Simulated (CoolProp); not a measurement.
Computed with CoolProp (reference Helmholtz-energy equation of state, Lemmon 2006). It is a short technical equation, of lower accuracy than the large ones.

### Question
For R142b, give the phase and the density (kg/m³), cp (kJ/(kg K)), expansivity (1/kK), Prandtl number at 278.4 K and 45.6 bar; 348 K and 45.6 bar.

### Answer
- 278.4 K and 45.6 bar: liquid; density 1170, cp 1.25, expansivity 1.92, Prandtl number 4.14
- 348 K and 45.6 bar: liquid; density 993, cp 1.44, expansivity 3.09, Prandtl number 3.13

Viscosity comes from a separate model (Huber 2003), an estimate that may be off by 10 % or more. Thermal conductivity comes from a separate model (Huber 2003), an estimate that may be off by 10 % or more.
